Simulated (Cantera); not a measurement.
Thermodynamics of silicon nitride deposition, feed SiH2Cl2 + NH3 + N2

Charge: 1 mol SiH2Cl2, a varied amount of NH3, 3.6 mol N2, at 1598.15 K and 11.0 mbar.

Method: chemical equilibrium by Gibbs-energy minimisation in Cantera with the NASA 1993 tables (ideal gas, pure condensed phases). Candidate condensed phases: NH4Cl, Si, Si3N4; 28 gas species. The tables' values for SiCl3, SiCl are old estimates; treat these amounts as uncertain. The numbers say what is thermodynamically allowed, not how fast it happens.

From 0.83 mol NH3 to 12 mol NH3 the condensed part is Si3N4(s). The main Si-bearing gas is SiCl2 throughout. The share of Si in condensed phases is highest at 12 mol NH3 (88.4 %) and lowest at 0.83 mol NH3 (59.6 %).

```csv
n(NH3) (mol),x H2,x N2,x HCl,x SiCl2,x SiCl3,x H,n Si3N4(s)
0.83,0.242,0.528,0.170,0.0558,0.00279,0.000250,0.199
2.1,0.370,0.448,0.149,0.0310,0.00109,0.000309,0.233
3.3,0.445,0.406,0.128,0.0205,0.000569,0.000339,0.251
4.6,0.498,0.376,0.110,0.0143,0.000323,0.000359,0.264
5.9,0.536,0.356,0.0967,0.0106,0.000202,0.000372,0.273
7.1,0.562,0.343,0.0867,0.00834,0.000140,0.000381,0.279
8.4,0.584,0.331,0.0780,0.00663,9.79e-5,0.000388,0.284
9.6,0.600,0.323,0.0713,0.00549,7.31e-5,0.000394,0.288
11,0.615,0.315,0.0648,0.00450,5.37e-5,0.000399,0.292
12,0.624,0.311,0.0609,0.00394,4.39e-5,0.000402,0.295
```
x: gas mole fraction; n: condensed amount in mol.
